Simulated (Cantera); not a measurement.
Charge: 1 mol Al, 35 mol N₂O, 210 mol H₂, at 1175 K and 2.55 Torr.

Cantera equilibrium calculation (NASA polynomials, part measured and part estimated; ideal gas, pure solids and liquids). Candidate condensed phases: Al, AlN, Al₂O₃, H₂O; 35 gas species. Rates play no part.

Base state: H₂ 0.720, N₂ 0.143, H₂O 0.137 (mole fractions); condensed: Al₂O₃(s).

Question: What changes in the equilibrium state with this change: temperature from 1175 K to 2223.15 K?

Answer: 
```tsv
species	before	after
H₂	0.720	0.645
N₂	0.143	0.136
H₂O	0.137	0.128
H	1.78e-6	0.0883
AlOH	<1e-9	3.69e-5
OH	2.36e-9	0.00252
O	<1e-9	0.000240
NO	<1e-9	5.40e-5
Al₂O₃(s), mol	0.500	0.488
```
The tables' values for AlOH are old estimates; treat these amounts as uncertain.

Question: What changes in the equilibrium state with this change: temperature from 1175 K to 2048 K?

Answer: 
| species | before | after |
|---|---|---|
| H₂ | 0.720 | 0.693 |
| N₂ | 0.143 | 0.141 |
| H₂O | 0.137 | 0.134 |
| H | 1.78e-6 | 0.0320 |
| OH | 2.36e-9 | 0.000672 |
| O | <1e-9 | 2.24e-5 |
| NO | <1e-9 | 1.09e-5 |
| Al₂O₃(s), mol | 0.500 | 0.499 |

Question: What changes in the equilibrium state with this change: temperature from 1175 K to 1873.15 K?

Answer: 
```tsv
species	before	after
H₂	0.720	0.712
N₂	0.143	0.142
H₂O	0.137	0.136
H	1.78e-6	0.00935
OH	2.36e-9	0.000139
Al₂O₃(s), mol	0.500	0.500
```
